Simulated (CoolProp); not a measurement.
Values from CoolProp's reference Helmholtz-energy equation of state, Guder 2009.

Question: For sulfur hexafluoride, give the phase and the cp (kJ/(kg K)), cv (kJ/(kg K)), conductivity (mW/(m K)) at 367.6 K and 0.0772 MPa; 479.1 K and 0.0772 MPa; 523.7 K and 0.0772 MPa.

Answer: 
- 367.6 K and 0.0772 MPa: gas; cp 0.763, cv 0.705, conductivity 18.2
- 479.1 K and 0.0772 MPa: gas; cp 0.866, cv 0.808, conductivity 26.2
- 523.7 K and 0.0772 MPa: gas; cp 0.894, cv 0.837, conductivity 29.2

Thermal conductivity comes from a separate model (Assael 2012).
